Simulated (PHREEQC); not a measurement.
**Leach liquor**

Make-up at 25 °C: 0.0085 mol H2SO4, 0.0013 mol ZnSO4 and 0.023 mol MnSO4 per kg of water. Closed to the air; pH follows from the charge balance.

Equilibrium calculation in PHREEQC: ion-association model, wateq4f.dat.

This is a speciation only: nothing precipitates in the calculation.

Question: Estimate the pH, ionic strength.

Answer: pH 2.08; ionic strength 0.0742 mol/kgw.

Question: In which forms is Mn present?

Answer: Mn+2 65 %, MnSO4 35 % of the Mn.

Species that the database lacks are ignored.
